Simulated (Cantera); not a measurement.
Charge: 1 mol SiHCl3, 0.061 mol Cl2, a varied amount of H2, at 1523.15 K and 190 Pa.

These are equilibrium values from Cantera (NASA tables, ideal gas, pure condensed phases), not measurements of a reactor. Candidate condensed phases: Si; 19 gas species. The numbers say what is thermodynamically allowed, not how fast it happens.

x: gas mole fraction; n: condensed amount in mol.

```
n(H2) (mol)   x H2    x HCl   x SiCl2       x H     x Cl  n Si(s)
-----------  -----  -------  --------  --------  -------  -------
110          0.974   0.0240   0.00193  0.000524  1.04e-5    0.781
170          0.982   0.0163  0.000889  0.000526  7.03e-6    0.844
240          0.987   0.0119  0.000472  0.000528  5.12e-6    0.882
300          0.989  0.00970  0.000311  0.000528  4.16e-6    0.901
360          0.991  0.00817  0.000220  0.000529  3.50e-6    0.915
420          0.992  0.00706  0.000164  0.000529  3.02e-6    0.924
480          0.993        ?         ?  0.000529        ?    0.932
540          0.994  0.00555  0.000101  0.000530  2.37e-6    0.937
600          0.994  0.00502   8.27e-5  0.000530  2.14e-6    0.942
660          0.995        ?         ?  0.000530  1.95e-6    0.945
720          0.995  0.00420   5.80e-5  0.000530  1.80e-6    0.948
780          0.996  0.00389   4.96e-5  0.000530  1.66e-6    0.950
```

### Question
Fill in the missing entries.

### Answer

- 660, x HCl: 0.00457
- 660, x SiCl2: 6.87e-5
- 480, x HCl: 0.00622
- 480, x SiCl2: 0.000127
- 480, x Cl: 2.66e-6
